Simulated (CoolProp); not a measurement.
Vapour-liquid equilibrium of carbon dioxide (1) + n-perfluorobutane (2) at 272.9 K; x and y are mole fractions of (1).

Computed with CoolProp (multi-fluid Helmholtz-energy mixture model, Span 1996 and Gao 2022; pair parameters Bell 2016).

```csv
x,bubble pressure (kPa),y at the bubble point,dew pressure at overall composition x (kPa),liquid density (mol/L)
0.05,288.6,0.619,114.6,6.948
0.2,912.7,0.878,136.6,7.861
0.35,1477,0.923,168.6,8.973
0.5,1900,0.942,219.6,10.37
0.65,2256,0.954,314.1,12.21
0.8,2669,0.970,552.3,14.84
0.95,3237,0.991,2130,19.05
```

No azeotrope shows between x = 0.05 and 0.95.

The pair parameters rest on a limited set of measurements; away from them the model extrapolates. The gap from Raoult's law changes sign with composition, which may be real or a fault of the pair parameters; it wasn't checked against measurements.
